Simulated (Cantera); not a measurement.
Input (Python, Cantera):

```python
import numpy as np
import cantera as ct

gas = ct.Solution("gri30.yaml")
gas.TPX = 1725, 78000, {'NO': 1, 'N2': 0.17}
reactor = ct.IdealGasConstPressureReactor(gas, energy="off", clone=False)
net = ct.ReactorNet([reactor])
net.rtol, net.atol = 1e-08, 1e-18
show = ['NO', 'N2', 'O', 'NO2', 'O2']
times = np.geomspace(1e-05, 100, 14)

steps = ct.SolutionArray(gas, extra=["t"])
rows = []
print(f"{'t/s':>10s}{'T/K':>9s}{'P/Pa':>11s}" + "".join(f"{s:>11s}" for s in show))
for t in times:
    while net.time < t:
        t_next = net.step()
        steps.append(gas.state, t=t_next)
    rows.append([np.interp(t, steps.t, y) for y in (steps.T, steps.P, *steps(*show).X.T)])
    print(f"{t:10.3e}{rows[-1][0]:9.1f}{rows[-1][1]:11.4g}" + "".join(f"{x:11.3e}" for x in rows[-1][2:]))
rate = np.gradient(steps.T, steps.t)
print("integrator steps:", len(steps.t))
if steps.T.max() > steps.T[0] + 200:
    print(f"time of steepest temperature rise: {steps.t[rate.argmax()]:.4e} s")
gas.TPX = 1725, 78000, {'NO': 1, 'N2': 0.17}
gas.equilibrate("TP")
print(f"equilibrium (TP): T = {gas.T:.1f} K  " + "  ".join(f"{s} {gas[s].X[0]:.3e}" for s in show))
```

Result:

```
       t/s      T/K       P/Pa         NO         N2          O        NO2         O2
 1.000e-05   1725.0    7.8e+04  8.547e-01  1.453e-01  4.648e-07  1.898e-07  5.705e-10
 3.455e-05   1725.0    7.8e+04  8.547e-01  1.453e-01  8.374e-07  1.430e-06  4.628e-09
 1.194e-04   1725.0    7.8e+04  8.547e-01  1.453e-01  9.944e-07  6.898e-06  2.963e-08
 4.125e-04   1725.0    7.8e+04  8.546e-01  1.453e-01  1.308e-06  2.658e-05  2.360e-07
 1.425e-03   1725.0    7.8e+04  8.545e-01  1.453e-01  2.386e-06  9.821e-05  3.467e-06
 4.924e-03   1725.0    7.8e+04  8.540e-01  1.455e-01  5.092e-06  3.001e-04  7.498e-05
 1.701e-02   1725.0    7.8e+04  8.523e-01  1.462e-01  6.833e-06  4.358e-04  7.632e-04
 5.878e-02   1725.0    7.8e+04  8.468e-01  1.489e-01  7.728e-06  4.985e-04  3.479e-03
 2.031e-01   1725.0    7.8e+04  8.282e-01  1.582e-01  1.004e-05  6.540e-04  1.267e-02
 7.017e-01   1725.0    7.8e+04  7.691e-01  1.877e-01  1.514e-05  9.495e-04  4.197e-02
 2.424e+00   1725.0    7.8e+04  6.136e-01  2.655e-01  2.374e-05  1.220e-03  1.195e-01
 8.377e+00   1725.0    7.8e+04  3.491e-01  3.978e-01  3.358e-05  9.978e-04  2.520e-01
 2.894e+01   1725.0    7.8e+04  1.213e-01  5.119e-01  4.014e-05  4.173e-04  3.664e-01
 1.000e+02   1725.0    7.8e+04  2.675e-02  5.592e-01  4.256e-05  9.783e-05  4.139e-01
integrator steps: 1376
equilibrium (TP): T = 1725.0 K  NO 3.876e-03  N2 5.707e-01  O 4.312e-05  NO2 1.437e-05  O2 4.254e-01
```

Detailed kinetics in Cantera: GRI-Mech 3.0 (53 species, 325 reactions).
